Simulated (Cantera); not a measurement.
An isothermal, constant-pressure homogeneous reactor starts with H₂ : O₂ : N₂ = 1.4 : 1 : 2.8 (molar parts), equivalence ratio 0.70, at 1250 K and 750 Torr.

Cantera simulation using the H2/O2 subset of GRI-Mech 3.0, which has no nitrogen chemistry; the numbers are that mechanism's predictions, not measurements. The temperature is held fixed by assumption; the heat of reaction is taken as removed at once.

One state of this run: x H₂ = 1.23e-5; x O₂ = 0.0667; x OH = 7.44e-5; x O = 1.75e-6; x H₂O₂ = 2.00e-7; x H = 1.10e-7; x HO₂ = 8.70e-7. x: mole fraction; the columns are a selection and need not sum to one.

### Question
Which value of t (s) does it belong to?
(A) 0.00583
(B) 0.374
(C) 0.00206
(D) 0.0165

### Answer
C, 0.00206
